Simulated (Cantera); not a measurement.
Input: 1 mol Si3N4, 0.017 mol O2, 1.2 mol H2, at 1648 K.

Points: P (Pa) = 0.1, 0.6, 3.6, 22, 130, 770, 4600, 28000, 170000, 1e+06.

Cantera's Mixture.equilibrate('TP', solver="vcs", rtol=1e-11, max_steps=5000) on the NASA tables stopped like this:

```
Si 4.293e-02  H 2.121e-02  SiO 9.947e-03  Si2 1.431e-04  SiH 1.129e-04  Si2N 1.023e-04  SiN 5.820e-05  Si3 3.393e-05  SiH2 2.885e-06
   condensed (mol): Si(cr) 2.817
T = 1648 K  P = 3.6 Pa  gas = 3.272 mol
   x: N2 6.112e-01  H2 3.622e-01  SiO 1.039e-02  H 8.933e-03  Si 7.155e-03  SiH 4.753e-05  Si2N 4.270e-05  SiN 2.428e-05  Si2 2.384e-05  Si3 5.656e-06  SiH2 3.070e-06
   condensed (mol): Si(cr) 2.942
T = 1648 K  P = 22 Pa  gas = 3.244 mol
   x: N2 6.165e-01  H2 3.681e-01  SiO 1.048e-02  H 3.643e-03  Si 1.171e-03  SiH 1.938e-05  Si2N 1.735e-05  SiN 9.866e-06  Si2 3.902e-06  SiH2 3.120e-06
   condensed (mol): Si(cr) 2.962
ERROR: FAILURE its = 5001!

*******************************************************************************
CanteraError thrown by MultiPhase::equilibrate:
VCS solver failed. Return code: -1
*******************************************************************************
```

**Question.** What got this run through?

**Answer.** Several could match; the one computed here: The failure is numerical, not chemical. The same input converged with solver="gibbs", rtol=1e-10, max_steps=50000, and the result passed a check of the equilibrium conditions:
```
T = 1648 K  P = 0.1 Pa  gas = 4.498 mol
   x: N2 4.445e-01  Si 2.576e-01  H2 2.447e-01  H 4.405e-02  SiO 7.559e-03  Si2 8.584e-04  SiH 2.344e-04  Si2N 2.185e-04  Si3 2.036e-04  SiN 1.243e-04  SiH2 2.074e-06
   condensed (mol): Si(cr) 1.793
T = 1648 K  P = 0.6 Pa  gas = 3.418 mol
   x: N2 5.850e-01  H2 3.404e-01  Si 4.293e-02  H 2.121e-02  SiO 9.947e-03  Si2 1.431e-04  SiH 1.129e-04  Si2N 1.023e-04  SiN 5.820e-05  Si3 3.393e-05  SiH2 2.885e-06
   condensed (mol): Si(cr) 2.817
T = 1648 K  P = 3.6 Pa  gas = 3.272 mol
   x: N2 6.112e-01  H2 3.622e-01  SiO 1.039e-02  H 8.933e-03  Si 7.155e-03  SiH 4.753e-05  Si2N 4.270e-05  SiN 2.428e-05  Si2 2.384e-05  Si3 5.656e-06  SiH2 3.070e-06
   condensed (mol): Si(cr) 2.942
T = 1648 K  P = 22 Pa  gas = 3.244 mol
   x: N2 6.165e-01  H2 3.681e-01  SiO 1.048e-02  H 3.643e-03  Si 1.171e-03  SiH 1.938e-05  Si2N 1.735e-05  SiN 9.866e-06  Si2 3.902e-06  SiH2 3.120e-06
   condensed (mol): Si(cr) 2.962
T = 1648 K  P = 130 Pa  gas = 2.542 mol
   x: N2 5.135e-01  H2 4.712e-01  SiO 1.337e-02  H 1.695e-03  Si 1.981e-04  SiH 9.020e-06  Si2N 6.514e-06  SiH2 3.993e-06  SiN 3.704e-06
   condensed (mol): Si(cr) 1.923  Si3N4(a) 0.3473
T = 1648 K  P = 770 Pa  gas = 1.319 mol
   x: H2 9.093e-01  N2 8.670e-02  SiO 2.946e-03  H 9.677e-04  Si 3.345e-05  SiH2 7.707e-06  SiH 5.149e-06  Si2N 1.100e-06
   condensed (mol): Si(cr) 0.1525  Si2N2O(s) 0.03011  Si3N4(a) 0.9278
T = 1648 K  P = 4600 Pa  gas = 1.219 mol
   x: H2 9.846e-01  N2 1.451e-02  SiO 4.931e-04  H 4.120e-04  SiH2 8.344e-06  Si 5.600e-06  SiH 2.192e-06
   condensed (mol): Si(cr) 0.009205  Si2N2O(s) 0.0334  Si3N4(a) 0.9745
T = 1648 K  P = 28000 Pa  gas = 1.212 mol
   x: H2 9.904e-01  N2 9.374e-03  H 1.675e-04  SiO 5.133e-05  SiH2 3.369e-06  NH3 1.103e-06
   condensed (mol): Si2N2O(s) 0.03394  Si3N4(a) 0.9774
T = 1648 K  P = 170000 Pa  gas = 1.211 mol
   x: H2 9.906e-01  N2 9.355e-03  H 6.798e-05  NH3 6.690e-06  SiO 4.638e-06  SiH2 1.014e-06
   condensed (mol): Si2N2O(s) 0.03399  Si3N4(a) 0.9773
T = 1648 K  P = 1e+06 Pa  gas = 1.211 mol
   x: H2 9.906e-01  N2 9.337e-03  NH3 3.932e-05  H 2.803e-05
   condensed (mol): Si2N2O(s) 0.034  Si3N4(a) 0.9773
```

The gas is ideal and each condensed phase is pure. Mutual solubility and eutectic melting of coexisting phases are not modelled. The tables' values for SiN are old estimates; treat these amounts as uncertain.
